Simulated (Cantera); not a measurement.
Charge: 1 mol SiC, 0.16 mol N₂O, 200 mol N₂, held at 5.10 bar.

Equilibrium computed with Cantera from the NASA thermochemical tables; the gas is ideal and each condensed phase is pure. Candidate condensed phases: C, Si, SiC, SiO₂, Si₂N₂O, Si₃N₄; 34 gas species. Mutual solubility and eutectic melting of coexisting phases are not modelled. Rates play no part.

### Question
Which condensed phases are stable at each of these points (T (K)): 973, 1123, 1273, 1423, 1573, 1723, 1873, 2023?

### Answer
```csv
T (K),condensed phases,Si condensed (%)
973,C(graphite) + Si₂N₂O(s) + Si₃N₄(s),100.0
1123,C(graphite) + Si₂N₂O(s) + Si₃N₄(s),100.0
1273,C(graphite) + Si₂N₂O(s) + Si₃N₄(s),100.0
1423,C(graphite) + Si₂N₂O(s) + Si₃N₄(s),100.0
1573,C(graphite) + Si₂N₂O(s) + Si₃N₄(s),100.0
1723,C(graphite) + Si₃N₄(s),100.0
1873,C(graphite) + Si₃N₄(s),99.9
2023,SiC(s) + Si₃N₄(s),99.3
```

From 973 K to 1573 K the condensed part is C(graphite) + Si₂N₂O(s) + Si₃N₄(s). From 1723 K to 1873 K the condensed part is C(graphite) + Si₃N₄(s). At 2023 K the condensed part is SiC(s) + Si₃N₄(s).
